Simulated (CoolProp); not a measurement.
Properties of sulfur dioxide along the isobar 3.22 MPa (Tc = 430.6 K, pc = 7.887 MPa, ω = 0.256).

Computed with CoolProp (reference Helmholtz-energy equation of state, Gao 2016).

```tsv
T (K)	phase	density (kg/m³)	cv (kJ/(kg K))	speed of sound (m/s)	Joule-Thomson coefficient (K/MPa)	fugacity coefficient
257.4	liquid	1481	0.8251	1065	-0.2769	0.02520
276.6	liquid	1431	0.8164	984.9	-0.2513	0.05659
295.7	liquid	1380	0.8101	904.3	-0.2139	0.1111
314.8	liquid	1325	0.8058	821.3	-0.1592	0.1964
333.9	liquid	1266	0.8034	734.0	-0.07734	0.3187
353	liquid	1200	0.8042	640.0	0.05189	0.4812
372.1	liquid	1122	0.8114	534.2	0.2792	0.6833
391.2	gas	84.16	0.6965	212.1	16.74	0.8040
410.3	gas	75.25	0.6600	225.5	14.45	0.8350
429.4	gas	68.87	0.6402	236.5	12.65	0.8596
448.6	gas	63.88	0.6299	246.1	11.20	0.8797
467.7	gas	59.83	0.6255	254.6	10.01	0.8963
486.8	gas	56.42	0.6248	262.5	9.011	0.9102
505.9	gas	53.47	0.6265	269.8	8.164	0.9220
525	gas	50.89	0.6297	276.6	7.437	0.9321
```
